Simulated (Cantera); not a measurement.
Input: 1 mol SiF4, 0.24 mol NH3, a varied amount of N2, at 1050 °C and 78000 Pa.

Equilibrium computed with Cantera from the NASA thermochemical tables; the gas is ideal and each condensed phase is pure. Candidate condensed phases: Si, Si3N4; 37 gas species. The tables' values for SiF3 are old estimates; treat these amounts as uncertain. The numbers say what is thermodynamically allowed, not how fast it happens.

log p: log10 of the partial pressure in bar; n: condensed amount in mol.

```tsv
n(N2) (mol)	log p N2	log p SiF4	log p H2	log p HF	log p SiHF3	n Si3N4(s)
1.1	-0.43	-0.52	-0.97	(withheld)	-2.82	0
3.2	-0.26	-0.78	-1.23	(withheld)	-3.10	0
5.4	-0.20	-0.95	-1.40	(withheld)	-3.29	0
7.6	-0.18	-1.07	-1.52	(withheld)	-3.45	8.50e-5
9.8	-0.16	-1.16	-1.61	(withheld)	-3.57	0.000136
12	-0.15	-1.24	-1.69	-3.20	-3.67	0.000177
14	-0.15	-1.30	-1.75	-3.25	-3.74	0.000209
16	-0.14	-1.35	-1.80	-3.28	-3.81	0.000237
```

Problem. Complete the blanks.

Solution. 
- 1.1, log p HF: -2.61
- 3.2, log p HF: -2.85
- 5.4, log p HF: -2.99
- 7.6, log p HF: -3.08
- 9.8, log p HF: -3.14
